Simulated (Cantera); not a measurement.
**Fe + HCl + N₂ (chemical vapour transport)**

Feed: 1 mol Fe, 0.43 mol HCl, 0.12 mol N₂, held at 952 °C and 1 atm.

Method: chemical equilibrium by Gibbs-energy minimisation in Cantera with the NASA 1993 tables (ideal gas, pure condensed phases). Candidate condensed phases: Fe, FeCl₂, FeCl₃, NH₄Cl; 18 gas species. Kinetics and transport are ignored.

```yaml
x(HCl): 0.333
x(H₂): 0.232
x(N₂): 0.222
x(FeCl₂): 0.194
x(Fe₂Cl₄): 0.0188
x(FeCl₃): 0.000146
x(NH₃): 9.07e-6
n(Fe(γ)): 0.875 mol
gas_amount: 0.5398 mol
log10 activity of FeCl₂(l) (absent): -0.33
```
